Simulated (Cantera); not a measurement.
Cantera run, input and output.

```python
import numpy as np
import cantera as ct

gas = ct.Solution("gri30.yaml")
gas.TPX = 550, 1600000, {'C3H8': 1, 'O2': 4.55, 'N2': 20}
inlet = ct.Reservoir(gas, clone=True)
gas.equilibrate("HP")  # start burning
reactor = ct.IdealGasConstPressureReactor(gas, energy="on", clone=False)
exhaust = ct.Reservoir(gas, clone=True)
tau = [0.028, 0.015, 0.0075, 0.0039, 0.002, 0.001, 0.00054, 0.00028, 0.00014, 7.4e-05, 3.8e-05, 2e-05, 1e-05][0]
for a, b in ((inlet, reactor), (reactor, exhaust)):
    ct.MassFlowController(a, b, mdot=lambda t: reactor.mass / tau)
net = ct.ReactorNet([reactor])
show = ['C3H8', 'O2', 'CO2', 'NO', 'N2O']

rows = []
print(f"{'tau/s':>10s}{'T/K':>9s}" + "".join(f"{s:>11s}" for s in show))
for tau in [0.028, 0.015, 0.0075, 0.0039, 0.002, 0.001, 0.00054, 0.00028, 0.00014, 7.4e-05, 3.8e-05, 2e-05, 1e-05]:
    net.initial_time = 0.0
    net.advance(30 * tau)
    before = gas.X
    net.advance(40 * tau)
    drift = np.max(np.abs(gas.X - before) / (gas.X + 1e-9))
    rows.append([gas.T, *gas[show].X, drift])
    print(f"{tau:10.3e}{gas.T:9.1f}" + "".join(f"{x:11.3e}" for x in gas[show].X))
```

Output:

```
     tau/s      T/K       C3H8         O2        CO2         NO        N2O
 2.800e-02   2300.3  1.068e-07  2.180e-04  8.448e-02  3.509e-04  9.799e-08
 1.500e-02   2298.0  1.910e-07  3.030e-04  8.431e-02  3.623e-04  1.155e-07
 7.500e-03   2294.3  3.580e-07  4.539e-04  8.403e-02  3.762e-04  1.440e-07
 3.900e-03   2289.1  6.370e-07  6.761e-04  8.362e-02  3.883e-04  1.806e-07
 2.000e-03   2281.7  1.131e-06  1.018e-03  8.301e-02  3.973e-04  2.280e-07
 1.000e-03   2271.1  2.025e-06  1.543e-03  8.211e-02  3.998e-04  2.860e-07
 5.400e-04   2258.4  3.372e-06  2.209e-03  8.099e-02  3.938e-04  3.420e-07
 2.800e-04   2240.7  5.788e-06  3.193e-03  7.939e-02  3.760e-04  4.010e-07
 1.400e-04   2216.0  1.029e-05  4.650e-03  7.707e-02  3.421e-04  4.556e-07
 7.400e-05   2186.0  1.781e-05  6.550e-03  7.414e-02  2.953e-04  4.921e-07
 3.800e-05   2143.1  3.339e-05  9.540e-03  6.966e-02  2.282e-04  5.090e-07
 2.000e-05   2075.4  7.213e-05  1.490e-02  6.208e-02  1.372e-04  4.882e-07
 1.000e-05    550.0  3.914e-02  1.781e-01  9.257e-18  7.168e-21  8.909e-23
```

Detailed kinetics in Cantera: GRI-Mech 3.0 (53 species, 325 reactions). GRI-Mech 3.0 was tuned for natural gas; its chemistry of propane as a main component is partial and can be far from experiment. The pressure lies above the range GRI-Mech 3.0 was tuned for (to about 10 atm).
